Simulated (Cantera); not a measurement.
Input (Python, Cantera) and output of one run.

```python
import numpy as np
import cantera as ct

gas_names = """
    Mg MgO Mg2 O O2 O3 Ti TiO TiO2
""".split()
cond_names = """
    Mg(cr) Mg(L) MgO(s) MgO(L) MgTiO3(s) MgTiO3(L) MgTi2O5(s) MgTi2O5(L) Mg2TiO4(s) Mg2TiO4(L) Ti(a)
    Ti(b) Ti(L) TiO(a) TiO(b) TiO(L) TiO2(ru) TiO2(L) Ti2O3(a) Ti2O3(b) Ti2O3(L) Ti3O5(a) Ti3O5(b)
    Ti3O5(L) Ti4O7(s) Ti4O7(L)
""".split()


# ... load() reads the species with a 1 bar reference pressure and builds the phases ...
atoms = {
    'TiO2': {'Ti': 1, 'O': 2},
    'MgO': {'Mg': 1, 'O': 1},
    'O2': {'O': 2},
}
top_T = {}  # K; cautious upper limits of use, not melting points


# ... equilibrate(T, P, feed) seeds the gas with the atoms and calls Mixture.equilibrate('TP', solver="vcs", rtol=1e-11, max_steps=5000) ...
results = []
feed = {'TiO2': 1, 'MgO': 2.7, 'O2': 0.3}  # mol
P = 13332.2  # Pa
for T in [1823, 1923, 2023, 2123, 2223, 2323, 2423, 2523]:
    mix = equilibrate(T, P, feed)
    results.append((T, P, feed, dict(zip(mix.species_names, mix.species_moles))))
    x = sorted(zip(gas.X, gas.species_names), reverse=True)
    print(f"T = {T:g} K  P = {P:g} Pa  gas = {mix.phase_moles(0):.4g} mol")
    print("   x: " + "  ".join(f"{s} {v:.3e}" for v, s in x if v > 0.001))
    print("   condensed (mol): " + ("  ".join(f"{mix.phase(i).name} {mix.phase_moles(i):.4g}"
          for i in range(1, mix.n_phases) if mix.phase_moles(i) > 1e-12) or "none"))
```

Result:

```
T = 1823 K  P = 13332.2 Pa  gas = 0.3001 mol
   x: O2 9.996e-01
   condensed (mol): MgO(s) 0.7  Mg2TiO4(s) 1
T = 1923 K  P = 13332.2 Pa  gas = 0.3001 mol
   x: O2 9.990e-01
   condensed (mol): MgO(s) 0.7  Mg2TiO4(s) 1
T = 2023 K  P = 13332.2 Pa  gas = 0.3003 mol
   x: O2 9.978e-01  O 2.180e-03
   condensed (mol): MgO(s) 0.7  Mg2TiO4(L) 1
T = 2123 K  P = 13332.2 Pa  gas = 0.3007 mol
   x: O2 9.955e-01  O 4.452e-03
   condensed (mol): MgO(s) 0.7  Mg2TiO4(L) 1
T = 2223 K  P = 13332.2 Pa  gas = 0.3013 mol
   x: O2 9.915e-01  O 8.522e-03
   condensed (mol): MgO(s) 0.7  Mg2TiO4(L) 1
T = 2323 K  P = 13332.2 Pa  gas = 0.3024 mol
   x: O2 9.845e-01  O 1.541e-02
   condensed (mol): MgO(s) 0.7  Mg2TiO4(L) 1
T = 2423 K  P = 13332.2 Pa  gas = 0.3042 mol
   x: O2 9.732e-01  O 2.647e-02
   condensed (mol): MgO(s) 0.6999  Mg2TiO4(L) 1
T = 2523 K  P = 13332.2 Pa  gas = 0.3072 mol
   x: O2 9.553e-01  O 4.340e-02
   condensed (mol): MgO(s) 0.6996  Mg2TiO4(L) 1
```

Cantera equilibrium calculation (NASA polynomials, part measured and part estimated; ideal gas, pure solids and liquids). Mutual solubility and eutectic melting of coexisting phases are not modelled. Condensed phases not in the tables: alloys, solid solutions and most ternary compounds.
